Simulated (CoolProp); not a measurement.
Computed with CoolProp (reference Helmholtz-energy equation of state, Span 2003). It is a short technical equation, of lower accuracy than the large ones.

Task: Give the vapour pressure (bar), liquid density (kg/m³), liquid cp (kJ/(kg K)), surface tension (mN/m) of saturated n-heptane at 30.25 °C.

Result: 
```csv
T (°C),p (bar),liquid density (kg/m³),liquid cp (kJ/(kg K)),surface tension (mN/m)
30.25,0.0787,675,2.26,19.2
```

Surface tension comes from a separate correlation (Mulero 2012).
